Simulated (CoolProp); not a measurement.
Vapour-liquid equilibrium of p-xylene (1) + n-nonane (2) at 81.45 °C; x and y are mole fractions of (1).

The numbers come from the multi-fluid Helmholtz-energy mixture model, Zhou 2012 and Lemmon 2006; pair parameters Bell 2016 in CoolProp.

Task: Give the bubble pressure and the first vapour's composition at x = 0.05, 0.2, 0.725. Is there an azeotrope?

Result: x = 0.05: 0.01069 MPa, y = 0.084; x = 0.2: 0.01176 MPa, y = 0.294; x = 0.725: 0.01494 MPa, y = 0.802. No azeotrope shows between x = 0.05 and 0.95.

The pair parameters rest on a limited set of measurements; away from them the model extrapolates.
